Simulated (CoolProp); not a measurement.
R113 along the isotherm 226.85 °C: fugacity coefficient from the reference equation and from simpler models built on Tc = 214.1 °C, pc = 3.392 MPa, ω = 0.253; each cubic takes its own stable root.

Computed with CoolProp (reference Helmholtz-energy equation of state, Marx 1992).

| p (MPa) | phase | reference | van der Waals | Redlich-Kwong | Soave-Redlich-Kwong | Peng-Robinson |
|---|---|---|---|---|---|---|
| 0.107 | gas | 0.9903 | 0.9912 | 0.9900 | 0.9902 | 0.9890 |
| 0.191 | gas | 0.9827 | 0.9843 | 0.9823 | 0.9825 | 0.9804 |
| 0.339 | gas | 0.9693 | 0.9722 | 0.9686 | 0.9690 | 0.9654 |
| 0.603 | gas | 0.9456 | 0.9507 | 0.9444 | 0.9451 | 0.9389 |
| 1.07 | gas | 0.9042 | 0.9126 | 0.9021 | 0.9033 | 0.8929 |
| 1.91 | gas | 0.8305 | 0.8443 | 0.8273 | 0.8296 | 0.8129 |
| 3.39 | gas | 0.6997 | 0.7190 | 0.6956 | 0.7002 | 0.6766 |
| 6.03 | supercritical | 0.4760 | 0.5043 | 0.4800 | 0.4881 | 0.4642 |
| 10.7 | supercritical | 0.3310 | 0.3778 | 0.3421 | 0.3489 | 0.3243 |
| 19.1 | supercritical | 0.2601 | 0.3335 | 0.2753 | 0.2814 | 0.2522 |
| 33.9 | supercritical | 0.2531 | 0.3899 | 0.2731 | 0.2798 | 0.2369 |
